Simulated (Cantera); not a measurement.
**NH3 + O2 + SO2 (abatement and gas-phase synthesis)**

Feed: 1 mol NH3, a varied amount of O2, 0.023 mol SO2, at 848.15 K and 0.0110 bar.

These are equilibrium values from Cantera (NASA tables, ideal gas, pure condensed phases), not measurements of a reactor. Candidate condensed phases: H2O, H2SO4, S; 35 gas species. Equilibrium is a limit: real reactors are often held back by kinetics, nucleation or transport.

```tsv
n(O2) (mol)	log p H2O	log p H2	log p N2	log p H2S	log p NH3	log p S2
0.073	-2.98	-2.15	-2.56	-3.90	-7.23	-9.44
0.1	-2.87	-2.17	-2.56	-3.90	-7.26	-9.40
0.15	-2.72	-2.21	-2.56	-3.90	-7.31	-9.33
0.22	-2.57	-2.26	-2.56	-3.90	-7.40	-9.21
0.32	-2.42	-2.36	-2.56	-3.90	-7.55	-9.01
0.46	-2.27	-2.55	-2.56	-3.90	-7.83	-8.64
0.66	-2.12	-3.21	-2.56	-3.90	-8.83	-7.31
```
log p: log10 of the partial pressure in bar; nothing condenses.

From 0.073 mol O2 to 0.66 mol O2 nothing is condensed.
